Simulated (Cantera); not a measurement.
A perfectly stirred reactor is fed with 5.35 % CH4, 13.4 % O2, 81.3 % N2, equivalence ratio 0.80, at 5.00 bar; it is adiabatic with a 350 K inlet, and is followed from long to short residence time, starting on the burning branch (τ in s: 0.023, 0.008, 0.0027, 0.00093, 0.00032, 0.00011, 3.8e-05, 1.3e-05, 4.4e-06).

Model: GRI-Mech 3.0 (53 species, 325 reactions), integrated in Cantera.

### Question
Predict: blow-out, bracketed by the residence times tried; x(CH4) at τ = 23.0 ms; x(O2) at τ = 23.0 ms; x(OH) at τ = 23.0 ms; x(NO) at τ = 23.0 ms; x(H2O2) at τ = 23.0 ms; x(CH4) at τ = 0.320 ms; x(O2) at τ = 0.320 ms.

### Answer
```
Quantity                                                                       Result
------------------------------------------------  -----------------------------------
blow-out, bracketed by the residence times tried  burning at 2.70 ms, out at 0.930 ms
x(CH4) at τ = 23.0 ms                                                         4.27e-5
x(O2) at τ = 23.0 ms                                                           0.0271
x(OH) at τ = 23.0 ms                                                         0.000306
x(NO) at τ = 23.0 ms                                                          3.24e-6
x(H2O2) at τ = 23.0 ms                                                        2.00e-7
x(CH4) at τ = 0.320 ms                                                         0.0535
x(O2) at τ = 0.320 ms                                                           0.134
```
